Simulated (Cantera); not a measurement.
Ignition delay

Mixture: 11.6 % CH3OH, 21.1 % O2, 67.3 % N2, equivalence ratio 0.83, at 760 Torr, adiabatic and at constant pressure. Ignition delay is the time to a rise of 400 K.

Computed with Cantera and GRI-Mech 3.0 (53 species, 325 reactions). GRI-Mech 3.0 was tuned for natural gas; its chemistry of methanol as a main component is partial and can be far from experiment.

```
T0 (K)  delay (ms)
------  ----------
1048           170
1148          23.3
1248          4.47
1348          1.14
1448         0.370
1548         0.146
1648        0.0672
```

```json
{
  "apparent activation energy between 1448 and 1648 K": "170 kJ/mol"
}
```
